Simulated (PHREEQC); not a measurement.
Phosphoric acid bath: speciation

Solution (25 °C): 1.1 mmol/kgw NaH2PO4 and 4.6 mmol/kgw HCl. Closed to the air; pH follows from the charge balance.

Computed with PHREEQC (ion-association model, wateq4f.dat).

No solid was allowed to form.

### Question
Estimate the pH.

### Answer
pH 2.41.

### Question
In which forms is P present?

### Answer
H2PO4- 65 %, H3PO4 35 % of the P.

H3PO4, which wateq4f.dat lacks, is added to it with the constant of phreeqc.dat.
